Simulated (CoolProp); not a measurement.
Model: reference Helmholtz-energy equation of state, Thol 2018, in CoolProp.

**Question.** For hydrogen chloride, give the phase and the Z, cv (kJ/(kg K)), Joule-Thomson coefficient (K/MPa), isothermal compressibility (1/MPa) at 429.3 K and 12.3 MPa; 483.8 K and 12.3 MPa.

**Answer.** 
- 429.3 K and 12.3 MPa: supercritical; Z 0.784, cv 0.665, Joule-Thomson coefficient 5.28, isothermal compressibility 0.101
- 483.8 K and 12.3 MPa: supercritical; Z 0.865, cv 0.617, Joule-Thomson coefficient 4.42, isothermal compressibility 0.0915
